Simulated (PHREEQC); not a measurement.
Dissolve 0.0037 mol HF, 8.7e-05 mol NaF, 1.2e-05 mol (NH4)2SiF6 and 4.6e-06 mol H3PO4 per kg of water at 70 °C. Closed to the air; pH follows from the charge balance.

Equilibrium calculation in PHREEQC: ion-association model, wateq4f.dat.

Precipitation was switched off in this run.

What pH, ionic strength does the model give?

pH 3.07; ionic strength 0.000990 mol/kgw.

In which forms is F present?

HF 74 %, F- 25 %, HF2- 0.6 % of the F.

H3PO4, which wateq4f.dat lacks, is added to it with the constant of phreeqc.dat. At this temperature some constants are extrapolated from 25 °C, and those without enthalpy data are left unchanged. SiF6-2 is the database's only silicon fluoride.
